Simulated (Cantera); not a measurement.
Feed: 1 mol HCl, 0.086 mol H₂O, 0.04 mol O₂, equilibrated at 0.000700 bar.

Cantera equilibrium calculation (NASA polynomials, part measured and part estimated; ideal gas, pure solids and liquids). Candidate condensed phases: H₂O; 14 gas species. The numbers say what is thermodynamically allowed, not how fast it happens.

### Question
At 2098 K, list the 5 most abundant gas species with their mole fractions, and the condensed phases.

### Answer
HCl 0.573, Cl 0.224, H₂O 0.116, H₂ 0.0479, H 0.0254. Condensed: gas only.
